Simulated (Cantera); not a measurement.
An isothermal, constant-pressure homogeneous reactor starts with NO : N₂ = 1 : 13 (molar parts), at 1575 K and 2700 Pa. Integrator tolerance rtol = 1e-08.

Cantera simulation using GRI-Mech 3.0 (53 species, 325 reactions); the numbers are that mechanism's predictions, not measurements. Radical loss at walls, strong at low pressure, is not modelled.

What does this change do: temperature 1575 to 1950 K?


```json
[
 {"quantity": "x(NO) at 6.00 s", "before": "0.0714 (gas-phase equilibrium 0.000791)", "after": "0.0669 (gas-phase equilibrium 0.00297)"},
 {"quantity": "x(O₂) at 6.00 s", "before": "1.81e-5 (gas-phase equilibrium 0.0353)", "after": "0.00218 (gas-phase equilibrium 0.0340)"},
 {"quantity": "x(N₂) at 6.00 s", "before": "0.929 (gas-phase equilibrium 0.964)", "after": "0.931 (gas-phase equilibrium 0.963)"},
 {"quantity": "x(O) at 6.00 s", "before": "1.66e-6 (gas-phase equilibrium 1.23e-5)", "after": "0.000165 (gas-phase equilibrium 0.000509)"},
 {"quantity": "x(N₂O) at 6.00 s", "before": "1.73e-6 (gas-phase equilibrium 8.63e-9)", "after": "1.87e-6 (gas-phase equilibrium 3.04e-8)"},
 {"quantity": "x(NO₂) at 6.00 s", "before": "2.25e-6 (gas-phase equilibrium 2.29e-7)", "after": "2.38e-6 (gas-phase equilibrium 3.68e-7)"}
]
```
